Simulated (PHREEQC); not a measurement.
Consider water at 25 °C with 160 mmol/kgw CuCl2 and 60 mmol/kgw H2SO4. Closed to the air; pH follows from the charge balance.

Computed with PHREEQC (ion-association model, phreeqc.dat).

This is a speciation only: nothing precipitates in the calculation.

### Question
Estimate the pH, ionic strength.

### Answer
pH 1.16; ionic strength 0.485 mol/kgw.

### Question
In which forms is Cl present?

### Answer
Cl- 92 %, CuCl+ 7.4 %, CuCl2 0.9 % of the Cl.
